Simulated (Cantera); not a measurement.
A perfectly stirred reactor is fed with 25.2 % H₂, 15.7 % O₂, 59.1 % N₂, equivalence ratio 0.80, at 1.00 atm; it is adiabatic with a 475 K inlet, and is followed from long to short residence time, starting on the burning branch (τ in s: 0.051, 0.028, 0.016, 0.0086, 0.0048, 0.0026, 0.0015, 0.0008, 0.00044, 0.00024, 0.00014, 7.5e-05, 4.1e-05).

Computed with Cantera and GRI-Mech 3.0 (53 species, 325 reactions).

x: mole fraction; the columns are a selection and need not sum to one.

```
τ (s)    T (K)     x H₂    x O₂       x NO₂       x H    x HO₂       x O    x N₂O
-------  -----  -------  ------  ----------  --------  -------  --------  -------
0.051     2283  0.00339  0.0341  (withheld)  0.000612  3.45e-6  0.000980  2.76e-7
0.028     2279  0.00374  0.0345  (withheld)  0.000711  3.56e-6   0.00109  2.76e-7
0.016     2273  0.00429  0.0348  (withheld)  0.000878  3.71e-6   0.00125  2.74e-7
0.0086    2259  0.00529  0.0352  (withheld)   0.00122  4.01e-6   0.00155  2.67e-7
0.0048    2238  0.00677  0.0356  (withheld)   0.00180  4.53e-6   0.00202  2.51e-7
0.0026    2205  0.00902  0.0363  (withheld)   0.00288  5.51e-6   0.00275  2.26e-7
0.0015    2163   0.0117  0.0371  (withheld)   0.00445  6.93e-6   0.00368  1.99e-7
0.00080   2102   0.0153  0.0385  (withheld)   0.00722  9.37e-6   0.00507  1.71e-7
0.00044   2027   0.0192  0.0402  (withheld)    0.0111  1.26e-5   0.00672  1.48e-7
0.00024   1937   0.0233  0.0424  (withheld)    0.0165  1.70e-5   0.00862  1.29e-7
0.00014   1846   0.0270  0.0447  (withheld)    0.0226  2.17e-5    0.0104  1.15e-7
7.5e-5    1729   0.0315  0.0481  (withheld)    0.0309  2.85e-5    0.0121  1.01e-7
4.1e-5    1605   0.0372  0.0528  (withheld)    0.0395  3.72e-5    0.0131  8.56e-8
```

Question: Some entries are withheld; supply them.

Answer: 
- 0.051, x NO₂: 9.20e-7
- 0.028, x NO₂: 6.06e-7
- 0.016, x NO₂: 3.91e-7
- 0.0086, x NO₂: 2.32e-7
- 0.0048, x NO₂: 1.36e-7
- 0.0026, x NO₂: 7.31e-8
- 0.0015, x NO₂: 4.06e-8
- 0.00080, x NO₂: 2.13e-8
- 0.00044, x NO₂: 1.29e-8
- 0.00024, x NO₂: 9.13e-9
- 0.00014, x NO₂: 7.25e-9
- 7.5e-5, x NO₂: 5.50e-9
- 4.1e-5, x NO₂: 3.81e-9
